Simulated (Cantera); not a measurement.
# Gas-phase reforming

An isothermal, constant-pressure homogeneous reactor starts with 24.4 % CH4, 75.6 % H2O, at 1200 K and 7430 Torr.

Computed with Cantera and GRI-Mech 3.0 (53 species, 325 reactions).

```json
[
 {"t (s)": "1.00e-6", "x CH4": "0.244", "x H2O": "0.756", "x H2O2": "<1e-12", "x CO2": "<1e-12", "x C2H2": "<1e-12"},
 {"t (s)": "5.76e-6", "x CH4": "0.244", "x H2O": "0.756", "x H2O2": "<1e-12", "x CO2": "<1e-12", "x C2H2": "<1e-12"},
 {"t (s)": "3.31e-5", "x CH4": "0.244", "x H2O": "0.756", "x H2O2": "<1e-12", "x CO2": "<1e-12", "x C2H2": "<1e-12"},
 {"t (s)": "0.000191", "x CH4": "0.244", "x H2O": "0.756", "x H2O2": "<1e-12", "x CO2": "<1e-12", "x C2H2": "<1e-12"},
 {"t (s)": "0.00110", "x CH4": "0.244", "x H2O": "0.756", "x H2O2": "<1e-12", "x CO2": "<1e-12", "x C2H2": "<1e-12"},
 {"t (s)": "0.00632", "x CH4": "0.244", "x H2O": "0.756", "x H2O2": "<1e-12", "x CO2": "<1e-12", "x C2H2": "5.24e-12"},
 {"t (s)": "0.0364", "x CH4": "0.244", "x H2O": "0.756", "x H2O2": "<1e-12", "x CO2": "<1e-12", "x C2H2": "4.13e-10"},
 {"t (s)": "0.210", "x CH4": "0.244", "x H2O": "0.756", "x H2O2": "<1e-12", "x CO2": "2.22e-11", "x C2H2": "5.28e-8"},
 {"t (s)": "1.21", "x CH4": "0.243", "x H2O": "0.756", "x H2O2": "<1e-12", "x CO2": "9.74e-9", "x C2H2": "8.51e-6"},
 {"t (s)": "6.95", "x CH4": "0.240", "x H2O": "0.755", "x H2O2": "<1e-12", "x CO2": "9.65e-7", "x C2H2": "0.000424"},
 {"t (s)": "40.0", "x CH4": "0.225", "x H2O": "0.748", "x H2O2": "<1e-12", "x CO2": "9.46e-5", "x C2H2": "0.00232"}
]
```
x: mole fraction; the columns are a selection and need not sum to one.

Equilibrium at this temperature and pressure: CH4 0.00229, H2O 0.301, H2O2 <1e-12, CO2 0.0472, C2H2 1.48e-10 (gas phase only).
